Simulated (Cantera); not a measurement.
# Silicon carbide growth: CH3SiCl3 + C2H2 + H2

A closed system holds: 1 mol CH3SiCl3, 0.03 mol C2H2, a varied amount of H2, equilibrated at 1475 °C and 1330 Pa.

Cantera equilibrium calculation (NASA polynomials, part measured and part estimated; ideal gas, pure solids and liquids). Candidate condensed phases: C, C6H6, C7H8, C8H18, Si, SiC; 109 gas species. The feed counts by its element totals alone. Rates play no part.

```
n(H2) (mol)  log p H2  log p HCl  log p H  log p SiCl2  log p C2H2 (acetylene)  log p Cl  n C(graphite)  n SiC(s)
-----------  --------  ---------  -------  -----------  ----------------------  --------  -------------  --------
54              -1.90      -3.16    -4.59        -5.62                   -5.85     -5.96         0.0577     0.989
62              -1.90      -3.21    -4.59        -5.73                   -5.84     -6.02         0.0545     0.991
72              -1.89      -3.28    -4.59        -5.86                   -5.84     -6.08         0.0509     0.992
83              -1.89      -3.34    -4.59        -5.98                   -5.84     -6.14         0.0473     0.993
96              -1.89      -3.40    -4.59        -6.11                   -5.84     -6.21         0.0433     0.994
110             -1.89      -3.45    -4.58        -6.22                   -5.83     -6.26         0.0393     0.994
130             -1.89      -3.52    -4.58        -6.36                   -5.83     -6.33         0.0338     0.995
150             -1.88      -3.58    -4.58        -6.49                   -5.83     -6.40         0.0285     0.996
170             -1.88      -3.64    -4.58        -6.59                   -5.83     -6.45         0.0233     0.996
200             -1.88      -3.71    -4.58        -6.73                   -5.83     -6.52         0.0157     0.997
230             -1.88      -3.77    -4.58        -6.85                   -5.83     -6.58        0.00830     0.997
260             -1.88      -3.82    -4.58        -6.96                   -5.83     -6.63       0.000941     0.997
300             -1.88      -3.88    -4.58        -7.06                   -5.88     -6.69              0     0.997
```
log p: log10 of the partial pressure in bar; n: condensed amount in mol.

From 54 mol H2 to 260 mol H2 the condensed part is C(graphite) + SiC(s). At 300 mol H2 the condensed part is SiC(s). The main Si-bearing gas is SiCl2 throughout.
